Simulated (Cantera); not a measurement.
A perfectly stirred reactor is fed with NH3 : N2 = 1 : 0.21 (molar parts), at 0.133 bar; it is held at 1775 K, and followed from long to short residence time.

Cantera simulation using the gas-phase N/H chemistry of the illustrative SiF4/NH3 mechanism in the Surface Chemkin manual (1991); the numbers are that mechanism's predictions, not measurements. Walls and surfaces, which speed up NH3 decomposition in real reactors, are not modelled.

x: mole fraction; the columns are a selection and need not sum to one.

| τ (s) | x NH3 | x NH | x N2H4 | x N2 | x NH2 | x N | x H |
|---|---|---|---|---|---|---|---|
| 8.2 | 0.188 | 1.85e-6 | 9.15e-9 | 0.288 | 0.000137 | 1.13e-7 | 0.000145 |
| 2.8 | [?] | [?] | [?] | [?] | [?] | 1.06e-7 | [?] |
| 0.98 | 0.565 | 2.46e-6 | 4.04e-8 | 0.220 | 0.000287 | 8.99e-8 | 4.15e-5 |
| 0.34 | 0.711 | 2.37e-6 | 5.64e-8 | 0.194 | 0.000339 | 6.26e-8 | 1.73e-5 |
| 0.12 | 0.782 | 2.06e-6 | 6.71e-8 | 0.181 | 0.000370 | 3.25e-8 | 6.70e-6 |
| 0.041 | 0.811 | 1.72e-6 | 7.19e-8 | 0.176 | 0.000383 | 1.24e-8 | 2.40e-6 |
| 0.014 | 0.821 | 1.44e-6 | 6.78e-8 | 0.174 | 0.000372 | 4.14e-9 | 8.27e-7 |
| 0.0049 | 0.825 | [?] | [?] | 0.174 | [?] | [?] | [?] |

Question: What belongs in the gaps?

Answer: 
- 2.8, x NH3: 0.364
- 2.8, x NH: 2.26e-6
- 2.8, x N2H4: 2.24e-8
- 2.8, x N2: 0.256
- 2.8, x NH2: 0.000214
- 2.8, x H: 8.44e-5
- 0.0049, x NH: 1.10e-6
- 0.0049, x N2H4: 5.06e-8
- 0.0049, x NH2: 0.000322
- 0.0049, x N: 1.30e-9
- 0.0049, x H: 2.83e-7
